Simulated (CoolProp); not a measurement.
c-C4F8 (RC318) along the isobar 0.101 MPa: fugacity coefficient from the reference equation and from simpler models built on Tc = 388.4 K, pc = 2.778 MPa, ω = 0.355; each cubic takes its own stable root.

The numbers come from the reference Helmholtz-energy equation of state, Platzer 1990 in CoolProp. This equation is an older, rougher fit; its heat capacities, sound speeds and derivatives of the liquid may be far off and weren't checked against measurements.

```csv
T (K),phase,reference,van der Waals,Soave-Redlich-Kwong
263.5,liquid,0.8281,0.9734,0.8283
270.7,gas,0.9603,0.9750,0.9610
274.3,gas,0.9620,0.9757,0.9625
278,gas,0.9636,0.9764,0.9639
281.6,gas,0.9651,0.9771,0.9653
285.2,gas,0.9665,0.9778,0.9665
288.8,gas,0.9679,0.9784,0.9678
292.4,gas,0.9691,0.9790,0.9690
296,gas,0.9704,0.9796,0.9701
299.6,gas,0.9715,0.9801,0.9712
303.2,gas,0.9726,0.9807,0.9722
306.8,gas,0.9737,0.9812,0.9732
310.4,gas,0.9746,0.9817,0.9741
314,gas,0.9756,0.9822,0.9750
```

At some of these states van der Waals gives the other phase, because its saturation line lies elsewhere.
